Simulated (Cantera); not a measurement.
A Cantera script and its output.

```python
import numpy as np
import cantera as ct

gas = ct.Solution("h2o2.yaml")
gas.TPX = 550, 710000, {'H2': 1, 'O2': 0.294, 'N2': 1.11}
flame = ct.FreeFlame(gas, width=0.01)
flame.set_refine_criteria(ratio=3, slope=0.08, curve=0.16)
flame.transport_model = "mixture-averaged"
flame.solve(loglevel=0, auto=True)
z, T = flame.grid, flame.T
thick = (T[-1] - T[0]) / np.gradient(T, z).max()
show = ['H2', 'O2', 'OH', 'H2O', 'H', 'HO2']
print(f"laminar burning velocity  {flame.velocity[0] * 100:.3f} cm/s")
print(f"burnt temperature         {T[-1]:.1f} K")
print(f"thermal thickness         {thick * 1e3:.4f} mm")
print(f"grid points               {len(z)}")
z0 = z[flame.heat_release_rate.argmax()]
print(f"{'z/mm':>9s}{'T/K':>9s}{'u/(m/s)':>9s}" + "".join(f"{s:>11s}" for s in show))
rows = []
for k in (-3, -2, -1.5, -1, -0.5, -0.25, 0, 0.25, 0.5, 1, 2, 4, 8):
    zz = z0 + k * thick
    rows.append([k * thick, np.interp(zz, z, T), np.interp(zz, z, flame.velocity),
                 *(np.interp(zz, z, flame.X[gas.species_index(s)]) for s in show)])
    print(f"{rows[-1][0] * 1e3:9.3f}{rows[-1][1]:9.1f}{rows[-1][2]:9.3f}" + "".join(f"{x:11.3e}" for x in rows[-1][3:]))
```

It prints:

```
laminar burning velocity  774.436 cm/s
burnt temperature         2374.4 K
thermal thickness         0.0348 mm
grid points               110
     z/mm      T/K  u/(m/s)         H2         O2         OH        H2O          H        HO2
   -0.104    550.0    7.744  4.160e-01  1.223e-01  1.336e-14  2.071e-10  7.080e-15  2.503e-11
   -0.070    550.0    7.744  4.160e-01  1.223e-01  1.608e-12  1.479e-08  8.658e-13  2.352e-09
   -0.052    550.1    7.744  4.159e-01  1.223e-01  3.011e-11  2.260e-07  1.699e-11  4.427e-08
   -0.035    550.9    7.749  4.153e-01  1.224e-01  1.435e-09  6.749e-06  1.636e-09  1.777e-06
   -0.017    606.1    8.381  4.030e-01  1.236e-01  5.332e-05  2.079e-03  6.461e-05  5.955e-04
   -0.009    908.9   12.145  3.630e-01  1.156e-01  1.076e-03  2.936e-02  3.570e-03  9.574e-04
    0.000   1351.0   17.542  2.915e-01  8.459e-02  2.422e-03  1.005e-01  2.003e-02  4.399e-04
    0.009   1672.6   21.475  2.228e-01  4.173e-02  4.791e-03  1.829e-01  3.978e-02  1.935e-04
    0.017   1844.7   23.558  1.873e-01  1.655e-02  6.289e-03  2.305e-01  4.830e-02  7.327e-05
    0.035   1996.6   25.321  1.726e-01  3.001e-03  6.986e-03  2.579e-01  4.549e-02  1.286e-05
    0.070   2118.9   26.665  1.761e-01  6.625e-04  6.244e-03  2.658e-01  3.379e-02  3.212e-06
    0.139   2217.4   27.709  1.816e-01  2.810e-04  4.746e-03  2.704e-01  2.233e-02  1.443e-06
    0.278   2287.9   28.436  1.858e-01  1.115e-04  3.189e-03  2.740e-01  1.368e-02  5.631e-07
```

Detailed kinetics in Cantera: the H2/O2 subset of GRI-Mech 3.0, which has no nitrogen chemistry. The hydrogen kinetics of GRI-Mech 3.0 are dated; newer H2 mechanisms differ, most at raised pressure. Burning velocities carry a grid error of a few per cent, more on coarse grids.
